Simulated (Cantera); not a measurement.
A closed system holds: 1 mol Si, 1.6 mol Cl2, 0.51 mol H2, held at 702 °C and 6.60 bar.

Equilibrium computed with Cantera from the NASA thermochemical tables; the gas is ideal and each condensed phase is pure. Candidate condensed phases: Si; 19 gas species. The tables' values for SiCl3 are old estimates; treat these amounts as uncertain. Equilibrium is a limit: real reactors are often held back by kinetics, nucleation or transport.

Base state: SiCl4 0.501, H2 0.310, SiHCl3 0.176, SiH2Cl2 0.00644, HCl 0.00506, SiCl3 0.00154, SiCl2 0.000133, SiH3Cl 5.97e-5 (mole fractions); condensed: Si(s).

Question: What changes in the equilibrium state with this change: H2 from 0.51 to 0.27 mol?

Answer: 
```csv
species,before,after
SiCl4,0.501,0.653
H2,0.310,0.176
SiHCl3,0.176,0.161
SiH3Cl,5.97e-5,2.72e-5
SiH2Cl2,0.00644,0.00417
HCl,0.00506,0.00407
SiCl3,0.00154,0.00187
SiCl2,0.000133,0.000152
"Si(s), mol",0.142,0.157
```
